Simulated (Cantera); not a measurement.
What does this Cantera script print?

```python
import numpy as np
import cantera as ct

gas_names = [...]  # 49 gases of nasa_gas.yaml made of Cl, F, H, N, Si
cond_names = """
    NH4CL(a) NH4CL(b) Si(cr) Si(L) Si3N4(a)
""".split()


# ... load() reads the species with a 1 bar reference pressure and builds the phases ...
atoms = {
    'Si3N4': {'Si': 3, 'N': 4},
    'F2': {'F': 2},
    'H2': {'H': 2},
    'Cl2': {'CL': 2},
}
top_T = {'Si3N4(a)': 2400}  # K; cautious upper limits of use, not melting points


# ... equilibrate(T, P, feed) seeds the gas with the atoms and calls Mixture.equilibrate('TP', solver="vcs", rtol=1e-11, max_steps=5000) ...
results = []
feed = {'Si3N4': 1, 'F2': 1.8, 'H2': 13, 'Cl2': 1.2}  # mol
T = 798  # K
P = 16000  # Pa
mix = equilibrate(T, P, feed)
results.append((T, P, feed, dict(zip(mix.species_names, mix.species_moles))))
print(gas.report(threshold=0.0001))
for i in range(1, mix.n_phases):
    print(f"{mix.phase(i).name:16s} {mix.phase_moles(i):12.5e} mol")
```

Output:

```
       temperature   798 K
          pressure   16000 Pa
           density   0.034413 kg/m^3
  mean mol. weight   14.271 kg/kmol
   phase of matter   gas

                          1 kg             1 kmol
                     ---------------   ---------------
          enthalpy       -6.3836e+06       -9.1098e+07  J
   internal energy       -6.8485e+06       -9.7733e+07  J
           entropy             14339        2.0463e+05  J/K
    Gibbs function       -1.7826e+07       -2.5439e+08  J
 heat capacity c_p              2384             34021  J/K
 heat capacity c_v            1801.3             25706  J/K

                      mass frac. Y      mole frac. X     chem. pot. / RT
                     ---------------   ---------------   ---------------
               HCL           0.36222           0.14178           -41.439
                H2           0.10706           0.75782           -19.085
                N2          0.078706          0.040094           -29.364
             SiCL4           0.03332          0.002799           -151.59
              SiF4           0.41825          0.057348           -285.74
     [  +44 minor]         0.0004485        0.00015671

Si(cr)            0.00000e+00 mol
Si3N4(a)          6.85324e-01 mol
```

Method: chemical equilibrium by Gibbs-energy minimisation in Cantera with the NASA 1993 tables (ideal gas, pure condensed phases).
